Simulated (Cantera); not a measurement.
Charge: 1 mol ZrO₂, 1.1 mol H₂, at 0.0380 bar.

Equilibrium computed with Cantera from the NASA thermochemical tables; the gas is ideal and each condensed phase is pure. Candidate condensed phases: H₂O, Zr, ZrO₂; 12 gas species. Equilibrium is a limit: real reactors are often held back by kinetics, nucleation or transport. All values below are at 1873 K.

Base state: H₂ 0.997, H 0.00331 (mole fractions); condensed: ZrO₂(tetragonal).

Q: What changes in the equilibrium state with this change: ZrO₂ replaced by CuO?

A: 
```tsv
species	before	after
H₂O	3.28e-7	0.878
H₂	0.997	0.0879
Cu	0	0.0320
OH	<1e-9	0.000762
Cu₂	0	8.30e-5
O₂	<1e-9	2.82e-5
H	0.00331	0.000981
ZrO₂(tetragonal), mol	1.00	0
Cu(l), mol	0	0.963
```
Further candidate phases: Cu, CuO, Cu(OH)₂, Cu₂O.
